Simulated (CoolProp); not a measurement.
Oxygen along the isobar 1.49 MPa: density (kg/m³) from the reference equation and from simpler models built on Tc = 154.6 K, pc = 5.046 MPa, ω = 0.022; each cubic takes its own stable root.

Model: reference Helmholtz-energy equation of state, Schmidt 1985, in CoolProp.

```tsv
T (K)	phase	reference
103.9	liquid	1073
108.1	liquid	1050
112.3	liquid	1025
116.6	liquid	998.8
120.8	liquid	970.9
125	liquid	940.7
129.2	gas	55.53
133.5	gas	52.20
137.7	gas	49.47
141.9	gas	47.12
146.1	gas	45.05
150.3	gas	43.20
154.6	gas	41.50
158.8	gas	40.00
163	gas	38.62
```

Question: How far does each simpler model (van der Waals, Redlich-Kwong) lie from the reference over these 15 states: mean and median of the absolute difference, and the worst?

Answer: 
- van der Waals: mean 22.4 %, median 4.1 %, worst -94.1 % at 125 K and 1.49 MPa
- Redlich-Kwong: mean 0.8 %, median 0.2 %, worst -3.9 % at 125 K and 1.49 MPa

At some of these states van der Waals gives the other phase, because its saturation line lies elsewhere.
